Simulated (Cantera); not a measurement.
**Ignition delay**

Mixture: CO : H₂ : O₂ : N₂ = 1 : 0.61 : 0.714 : 2.69 (molar parts), equivalence ratio 1.1, at 1.01 bar, adiabatic and at constant pressure. Ignition delay is the time to a rise of 400 K.

Computed with Cantera and GRI-Mech 3.0 (53 species, 325 reactions). Where the delays flatten at high temperature, the 400 K rule measures the pace of heat release, not the induction time.

```tsv
T0 (K)	delay (ms)
1323	0.0406
1398	0.0342
1473	0.0305
1548	0.0286
1623	0.0281
1698	0.0287
1773	0.0302
```
